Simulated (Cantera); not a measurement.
Input: 1 mol CH3OH, 0.1 mol H2O, 38 mol H2, at 1950 K and 1.00 bar.

Method: chemical equilibrium by Gibbs-energy minimisation in Cantera with the NASA 1993 tables (ideal gas, pure condensed phases). Candidate condensed phases: C, C6H6, C7H8, C8H18, H2O; 110 gas species. Equilibrium is a limit: real reactors are often held back by kinetics, nucleation or transport.

Base state: H2 0.972, CO 0.0243, H2O 0.00242, H 0.00113, CO2 1.37e-5 (mole fractions); condensed: gas only.

Problem. What changes in the equilibrium state with this change: pressure from 1.00 bar to 0.133 bar?

Solution. 
```
species   before    after
-------  -------  -------
H2         0.972    0.970
CO        0.0243   0.0243
H        0.00113  0.00309
H2O      0.00242  0.00241
CO2      1.37e-5  1.37e-5
```

Problem. What changes in the equilibrium state with this change: CH3OH replaced by C3H8?

Solution. 
```csv
species,before,after
H2,0.972,0.995
CO,0.0243,0.00237
H,0.00113,0.00114
H2O,0.00242,3.39e-7
C2H2 (acetylene),1.05e-9,0.000544
CO2,1.37e-5,<1e-9
"C(graphite), mol",0,2.83
```

Problem. What changes in the equilibrium state with this change: pressure from 1.00 bar to 2.90 mbar?

Solution. 
| species | before | after |
|---|---|---|
| H2 | 0.972 | 0.953 |
| CO | 0.0243 | 0.0241 |
| H | 0.00113 | 0.0208 |
| H2O | 0.00242 | 0.00239 |
| CO2 | 1.37e-5 | 1.37e-5 |
